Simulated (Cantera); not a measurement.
Input: 1 mol SiCl₄, 4 mol HCl, 0.7 mol H₂, at 23.0 bar.

Cantera equilibrium calculation (NASA polynomials, part measured and part estimated; ideal gas, pure solids and liquids). Candidate condensed phases: Si; 19 gas species. Equilibrium is a limit: real reactors are often held back by kinetics, nucleation or transport. All values below are at 552 °C.

Base state: HCl 0.702, SiCl₄ 0.175, H₂ 0.123, SiHCl₃ 3.79e-5 (mole fractions); condensed: gas only.

**Question.** What changes in the equilibrium state with this change: 0.029 mol NH₃ added?

**Answer.** 
```json
[
 {"species": "HCl", "before": "0.702", "after": "0.695"},
 {"species": "SiCl₄", "before": "0.175", "after": "0.174"},
 {"species": "H₂", "before": "0.123", "after": "0.129"},
 {"species": "N₂", "before": "0", "after": "0.00246"},
 {"species": "NH₃", "before": "0", "after": "0.000123"},
 {"species": "SiHCl₃", "before": "3.79e-5", "after": "3.98e-5"}
]
```
Further candidate phases: NH₄Cl, Si₃N₄.
